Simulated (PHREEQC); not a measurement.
Solution (25 °C): 0.016 mol/kgw HCl, 0.00079 mol/kgw ZnSO4 and 0.00021 mol/kgw KCl. Closed to the air; pH follows from the charge balance.

Computed with PHREEQC (ion-association model, phreeqc.dat).

This is a speciation only: nothing precipitates in the calculation.

Task: Order these Zn species by the share of Zn that they hold, largest first: Zn+2, ZnCl+, ZnSO4.

Result: Zn+2 (94 %), ZnSO4 (3.1 %), ZnCl+ (2.4 %)

The pH is 1.85 and the ionic strength 0.0185 mol/kgw.
